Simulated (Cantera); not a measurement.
Premixed flame

A freely propagating, adiabatic, planar premixed flame of 8.99 % CH₄, 0.306 % C₂H₆, 19.1 % O₂, 71.6 % N₂, equivalence ratio 1.00, unburnt at 348 K and 105 Torr; mixture-averaged transport, grid criteria slope 0.08 and curve 0.16, no radiation.

Computed with Cantera and GRI-Mech 3.0 (53 species, 325 reactions). Burning velocities carry a grid error of a few per cent, more on coarse grids.

```json
[
 {"z (mm)": "-6.52", "T (K)": "348", "u (m/s)": "0.750", "x CH₄": "0.0899", "x C₂H₆": "0.00306", "x O₂": "0.191", "x C₂H₂": "<1e-8", "x NO": "<1e-8", "x OH": "<1e-8"},
 {"z (mm)": "-4.34", "T (K)": "348", "u (m/s)": "0.752", "x CH₄": "0.0897", "x C₂H₆": "0.00305", "x O₂": "0.190", "x C₂H₂": "<1e-8", "x NO": "<1e-8", "x OH": "<1e-8"},
 {"z (mm)": "-3.26", "T (K)": "350", "u (m/s)": "0.757", "x CH₄": "0.0894", "x C₂H₆": "0.00305", "x O₂": "0.190", "x C₂H₂": "1.43e-8", "x NO": "<1e-8", "x OH": "1.63e-8"},
 {"z (mm)": "-2.17", "T (K)": "386", "u (m/s)": "0.840", "x CH₄": "0.0872", "x C₂H₆": "0.00301", "x O₂": "0.187", "x C₂H₂": "5.44e-7", "x NO": "3.51e-8", "x OH": "2.99e-6"},
 {"z (mm)": "-1.09", "T (K)": "793", "u (m/s)": "1.76", "x CH₄": "0.0651", "x C₂H₆": "0.00276", "x O₂": "0.158", "x C₂H₂": "1.80e-5", "x NO": "8.43e-7", "x OH": "5.40e-5"},
 {"z (mm)": "-0.543", "T (K)": "1228", "u (m/s)": "2.76", "x CH₄": "0.0366", "x C₂H₆": "0.00153", "x O₂": "0.116", "x C₂H₂": "6.03e-5", "x NO": "2.24e-6", "x OH": "0.000429"},
 {"z (mm)": "0", "T (K)": "1617", "u (m/s)": "3.67", "x CH₄": "0.00941", "x C₂H₆": "0.000109", "x O₂": "0.0682", "x C₂H₂": "0.000109", "x NO": "4.82e-6", "x OH": "0.00253"},
 {"z (mm)": "0.543", "T (K)": "1769", "u (m/s)": "4.02", "x CH₄": "0.000872", "x C₂H₆": "5.62e-7", "x O₂": "0.0398", "x C₂H₂": "2.39e-5", "x NO": "8.03e-6", "x OH": "0.00613"},
 {"z (mm)": "1.09", "T (K)": "1801", "u (m/s)": "4.08", "x CH₄": "4.32e-5", "x C₂H₆": "<1e-8", "x O₂": "0.0294", "x C₂H₂": "1.01e-6", "x NO": "1.01e-5", "x OH": "0.00804"},
 {"z (mm)": "2.17", "T (K)": "1824", "u (m/s)": "4.11", "x CH₄": "9.55e-8", "x C₂H₆": "<1e-8", "x O₂": "0.0241", "x C₂H₂": "<1e-8", "x NO": "1.18e-5", "x OH": "0.00887"},
 {"z (mm)": "4.34", "T (K)": "1852", "u (m/s)": "4.16", "x CH₄": "<1e-8", "x C₂H₆": "<1e-8", "x O₂": "0.0220", "x C₂H₂": "<1e-8", "x NO": "1.35e-5", "x OH": "0.00907"},
 {"z (mm)": "8.69", "T (K)": "1889", "u (m/s)": "4.23", "x CH₄": "<1e-8", "x C₂H₆": "<1e-8", "x O₂": "0.0207", "x C₂H₂": "<1e-8", "x NO": "1.66e-5", "x OH": "0.00906"},
 {"z (mm)": "17.4", "T (K)": "1944", "u (m/s)": "4.34", "x CH₄": "<1e-8", "x C₂H₆": "<1e-8", "x O₂": "0.0191", "x C₂H₂": "<1e-8", "x NO": "2.26e-5", "x OH": "0.00886"}
]
```
x: mole fraction of selected species; z is measured from the peak of heat release.

```yaml
laminar_burning_velocity: 75.0 cm/s
thermal_thickness: 2.17 mm
peak x(C₂H₂): 0.000111
peak x(OH): 0.00908
grid_points: 163
```
